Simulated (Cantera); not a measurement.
An adiabatic, constant-volume homogeneous reactor starts with H2 : O2 : N2 : H2O = 1 : 0.227 : 0.855 : 0.055 (molar parts), at 1050 K and 0.220 bar. Integrator tolerance rtol = 1e-08.

Cantera simulation using GRI-Mech 3.0 (53 species, 325 reactions); the numbers are that mechanism's predictions, not measurements.

Task: What does this change do: initial temperature 1050 to 1275 K?

Result: 
```
quantity                                                              before                                      after
---------------------------------  -----------------------------------------  -----------------------------------------
time of steepest temperature rise                                   0.590 ms                                   0.161 ms
temperature at 0.600 s                                                2632 K                                     2694 K
equilibrium temperature                                               2632 K                                     2694 K
x(H2) at 0.600 s                         0.269 (gas-phase equilibrium 0.269)        0.264 (gas-phase equilibrium 0.264)
x(O2) at 0.600 s                   0.000211 (gas-phase equilibrium 0.000211)  0.000414 (gas-phase equilibrium 0.000414)
x(H2O) at 0.600 s                        0.252 (gas-phase equilibrium 0.252)        0.245 (gas-phase equilibrium 0.245)
x(HO2) at 0.600 s                    1.50e-7 (gas-phase equilibrium 1.50e-7)    2.70e-7 (gas-phase equilibrium 2.70e-7)
x(NO) at 0.600 s                   0.000680 (gas-phase equilibrium 0.000680)    0.00104 (gas-phase equilibrium 0.00104)
x(H2O2) at 0.600 s                   2.40e-8 (gas-phase equilibrium 2.40e-8)    3.39e-8 (gas-phase equilibrium 3.39e-8)
```

Task: What does this change do: initial temperature 1050 to 1398 K?

Result: 
| quantity | before | after |
|---|---|---|
| time of steepest temperature rise | 0.590 ms | 95.9 µs |
| temperature at 0.600 s | 2632 K | 2723 K |
| equilibrium temperature | 2632 K | 2723 K |
| x(H2) at 0.600 s | 0.269 (gas-phase equilibrium 0.269) | 0.261 (gas-phase equilibrium 0.261) |
| x(O2) at 0.600 s | 0.000211 (gas-phase equilibrium 0.000211) | 0.000563 (gas-phase equilibrium 0.000563) |
| x(H2O) at 0.600 s | 0.252 (gas-phase equilibrium 0.252) | 0.241 (gas-phase equilibrium 0.241) |
| x(HO2) at 0.600 s | 1.50e-7 (gas-phase equilibrium 1.50e-7) | 3.54e-7 (gas-phase equilibrium 3.54e-7) |
| x(NO) at 0.600 s | 0.000680 (gas-phase equilibrium 0.000680) | 0.00127 (gas-phase equilibrium 0.00127) |
| x(H2O2) at 0.600 s | 2.40e-8 (gas-phase equilibrium 2.40e-8) | 3.95e-8 (gas-phase equilibrium 3.95e-8) |
